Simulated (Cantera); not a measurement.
Feed: 1 mol CuO, 0.82 mol F2, 1.9 mol N2, held at 1125 °C and 0.133 bar.

These are equilibrium values from Cantera (NASA tables, ideal gas, pure condensed phases), not measurements of a reactor. Candidate condensed phases: Cu, CuF2, CuO, Cu2O; 22 gas species. Mutual solubility and eutectic melting of coexisting phases are not modelled. Rates play no part.

Base state: N2 0.644, O2 0.163, CuF2 0.119, CuF 0.0735, NO 0.000571 (mole fractions); condensed: CuF2(l) + Cu2O(s).

What changes in the equilibrium state with this change: pressure from 0.133 bar to 3.10 mbar?


| species | before | after |
|---|---|---|
| N2 | 0.644 | 0.558 |
| CuF2 | 0.119 | 0.188 |
| O2 | 0.163 | 0.147 |
| CuF | 0.0735 | 0.106 |
| F | 9.27e-6 | 0.000436 |
| NO | 0.000571 | 0.000504 |
| CuF2(l), mol | 0.362 | 0 |
| Cu2O(s), mol | 0.0358 | 0 |
